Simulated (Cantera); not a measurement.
What does this Cantera script print?

```python
import numpy as np
import cantera as ct

gas_names = """
    B BH BH2 BH3 BN BO BO2 B2 B2O B2O2 B2O3 B3O3H3 H HBO HBO2 HNO HNO2 HNO3 HO2 H2 H2O H2O2 H3B3O6 N NH
    NH2 NH3 NH2OH NO NO2 NO3 N2 N2H2 N2H4 N2O O OH O2 O3
""".split()
cond_names = """
    B(b) B(L) BN(s) B2O3(L) B3O3H3(cr) H2O(s) H2O(L)
""".split()


# ... load() reads the species with a 1 bar reference pressure and builds the phases ...
atoms = {
    'B': {'B': 1},
    'O2': {'O': 2},
    'NH3': {'N': 1, 'H': 3},
}
top_T = {'BN(s)': 3200}  # K; cautious upper limits of use, not melting points


# ... equilibrate(T, P, feed) seeds the gas with the atoms and calls Mixture.equilibrate('TP', solver="vcs", rtol=1e-11, max_steps=5000) ...
results = []
feed = {'B': 1, 'O2': 3.8, 'NH3': 1.2}  # mol
P = 1333.22  # Pa
for T in [1400, 1475, 1550, 1625, 1700, 1775, 1850, 1925, 2000, 2075, 2150]:
    mix = equilibrate(T, P, feed)
    results.append((T, P, feed, dict(zip(mix.species_names, mix.species_moles))))

top = {s: max(r[3][s] / sum(r[3][g] for g in gas_names) for r in results) for s in gas_names}
cols = sorted((s for s in top if top[s] > 0.001), key=lambda s: -top[s])[:6]
seen = [c for c in cond_names if any(r[3].get(c, 0) > 1e-12 for r in results)]
print("log10 of partial pressures in bar; condensed amounts in mol")
print(f"{'T/K':>10s}" + "".join(f"{s[:9]:>10s}" for s in cols + seen))
for T, P, feed, n in results:
    ng = sum(n[g] for g in gas_names)
    print(f"{T:10.4g}" + "".join(f"{np.log10(max(n[s] / ng * P / 1e5, 1e-99)):10.3f}" for s in cols)
          + "".join(f"{n.get(c, 0):10.4g}" for c in seen))
```

Result:

```
log10 of partial pressures in bar; condensed amounts in mol
       T/K        O2       H2O      HBO2        N2        OH       BO2   B2O3(L)
      1400    -2.212    -2.317    -3.188    -2.766    -5.554    -6.329    0.3846
      1475    -2.223    -2.359    -2.893    -2.778    -5.269    -5.710    0.2646
      1550    -2.242    -2.435    -2.647    -2.797    -5.032    -5.154   0.05416
      1625    -2.247    -2.454    -2.611    -2.803    -4.790    -4.858         0
      1700    -2.248    -2.453    -2.617    -2.804    -4.558    -4.636         0
      1775    -2.250    -2.452    -2.624    -2.805    -4.347    -4.434         0
      1850    -2.252    -2.452    -2.633    -2.807    -4.153    -4.251         0
      1925    -2.254    -2.452    -2.643    -2.809    -3.975    -4.083         0
      2000    -2.258    -2.454    -2.655    -2.811    -3.811    -3.930         0
      2075    -2.263    -2.458    -2.670    -2.815    -3.661    -3.791         0
      2150    -2.271    -2.464    -2.687    -2.819    -3.523    -3.665         0
```

These are equilibrium values from Cantera (NASA tables, ideal gas, pure condensed phases), not measurements of a reactor. Gases not in the tables: H3BO3.
